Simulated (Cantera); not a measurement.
Input (Python, Cantera):

```python
import numpy as np
import cantera as ct

gas = ct.Solution("gri30.yaml")


def delay(T, t_max=10):
    gas.TPX = T, 260000, {'CH4': 1, 'CO': 0.36, 'O2': 1.04, 'N2': 3.9}
    reactor = ct.IdealGasConstPressureReactor(gas, clone=False)
    net = ct.ReactorNet([reactor])
    net.rtol, net.atol = 1e-8, 1e-16
    while net.time < t_max:
        t_old, T_old = net.time, reactor.T
        net.step()
        if reactor.T > T + 400:  # ignition: a rise of 400 K
            return t_old + (T + 400 - T_old) / (reactor.T - T_old) * (net.time - t_old)
    return np.nan


taus = []
for T in [1200, 1275, 1350, 1425, 1500, 1575, 1650, 1725, 1800]:
    taus.append(delay(T))
    print(f"T0 = {T:6g} K   tau = {taus[-1]:.4e} s")
```

It prints:

```
T0 =   1200 K   tau = 4.4785e-02 s
T0 =   1275 K   tau = 1.5181e-02 s
T0 =   1350 K   tau = 5.5603e-03 s
T0 =   1425 K   tau = 2.1781e-03 s
T0 =   1500 K   tau = 9.1110e-04 s
T0 =   1575 K   tau = 4.0881e-04 s
T0 =   1650 K   tau = 1.9794e-04 s
T0 =   1725 K   tau = 1.0371e-04 s
T0 =   1800 K   tau = 5.8653e-05 s
```

Cantera simulation using GRI-Mech 3.0 (53 species, 325 reactions); the numbers are that mechanism's predictions, not measurements.
